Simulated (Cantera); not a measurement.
Input (Python, Cantera):

```python
import numpy as np
import cantera as ct

gas = ct.Solution("gri30.yaml")
gas.TPX = 2725, 1100, {'CH4': 0.0023, 'H2': 1, 'O2': 0.0019, 'N2': 0.023}
reactor = ct.IdealGasConstPressureReactor(gas, energy="off", clone=False)
net = ct.ReactorNet([reactor])
net.rtol, net.atol = 1e-08, 1e-18
show = ['CH4', 'H2', 'O2', 'C2H4', 'C2H', 'C2H2']
times = np.geomspace(7e-05, 90, 9)

steps = ct.SolutionArray(gas, extra=["t"])
rows = []
print(f"{'t/s':>10s}{'T/K':>9s}{'P/Pa':>11s}" + "".join(f"{s:>11s}" for s in show))
for t in times:
    while net.time < t:
        t_next = net.step()
        steps.append(gas.state, t=t_next)
    rows.append([np.interp(t, steps.t, y) for y in (steps.T, steps.P, *steps(*show).X.T)])
    print(f"{t:10.3e}{rows[-1][0]:9.1f}{rows[-1][1]:11.4g}" + "".join(f"{x:11.3e}" for x in rows[-1][2:]))
rate = np.gradient(steps.T, steps.t)
print("integrator steps:", len(steps.t))
if steps.T.max() > steps.T[0] + 200:
    print(f"time of steepest temperature rise: {steps.t[rate.argmax()]:.4e} s")
gas.TPX = 2725, 1100, {'CH4': 0.0023, 'H2': 1, 'O2': 0.0019, 'N2': 0.023}
gas.equilibrate("TP")
print(f"equilibrium (TP): T = {gas.T:.1f} K  " + "  ".join(f"{s} {gas[s].X[0]:.3e}" for s in show))
```

Output:

```
       t/s      T/K       P/Pa        CH4         H2         O2       C2H4        C2H       C2H2
 7.000e-05   2725.0       1100  2.173e-03  9.728e-01  1.818e-03  6.737e-09  1.937e-13  2.410e-09
 4.062e-04   2725.0       1100  2.030e-03  9.685e-01  1.363e-03  1.271e-07  1.730e-10  3.234e-07
 2.357e-03   2725.0       1100  1.475e-03  9.503e-01  4.738e-07  1.263e-06  1.261e-07  4.979e-05
 1.368e-02   2725.0       1100  2.015e-04  9.139e-01  3.350e-09  2.665e-07  5.254e-06  7.272e-04
 7.937e-02   2725.0       1100  8.570e-06  8.413e-01  6.177e-09  8.311e-09  3.280e-06  1.857e-04
 4.606e-01   2725.0       1100  4.496e-13  6.398e-01  3.037e-08  1.357e-20  1.751e-16  2.988e-15
 2.673e+00   2725.0       1100  5.995e-14  5.397e-01  6.042e-08  8.772e-22  3.818e-17  4.230e-16
 1.551e+01   2725.0       1100  5.970e-14  5.395e-01  6.051e-08  8.723e-22  3.808e-17  4.214e-16
 9.000e+01   2725.0       1100  5.970e-14  5.395e-01  6.051e-08  8.723e-22  3.808e-17  4.214e-16
integrator steps: 2560
equilibrium (TP): T = 2725.0 K  CH4 6.013e-14  H2 5.395e-01  O2 6.051e-08  C2H4 8.779e-22  C2H 3.832e-17  C2H2 4.241e-16
```

Model: GRI-Mech 3.0 (53 species, 325 reactions), integrated in Cantera. Radical loss at walls, strong at low pressure, is not modelled.
